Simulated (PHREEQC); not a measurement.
A made-up water analysis in mg/kgw, 50 °C, pH 5.88, pe -2:

```csv
constituent,mg/kgw
Na,0.343
K,0.000543
Ca,0.0864
Mg,0.0688
Cl,0.235
S(6) as SO4,0.0509
Alkalinity as HCO3,1.03
Si as SiO2,0.00222
```

Cl is adjusted to close the charge balance.
Valence states are taken as typed.

Model: ion-association model, phreeqc.dat, run in PHREEQC.

```yaml
ionic_strength: 3.17e-5 mol/kgw
```

```csv
species,molality,activity,log γ
CO2,4.59e-5,4.59e-5,0.000
HCO3-,1.82e-5,1.80e-5,-0.003
Na+,1.49e-5,1.48e-5,-0.003
Cl-,6.97e-6,6.92e-6,-0.003
Mg+2,2.83e-6,2.75e-6,-0.012
Ca+2,2.16e-6,2.10e-6,-0.012
H+,1.33e-6,1.32e-6,-0.003
SO4-2,5.29e-7,5.15e-7,-0.012
OH-,4.18e-8,4.15e-8,-0.003
H4SiO4,3.69e-8,3.69e-8,0.000
K+,1.39e-8,1.38e-8,-0.003
```

Precipitation was switched off in this run. At this temperature some constants are extrapolated from 25 °C, and those without enthalpy data are left unchanged.
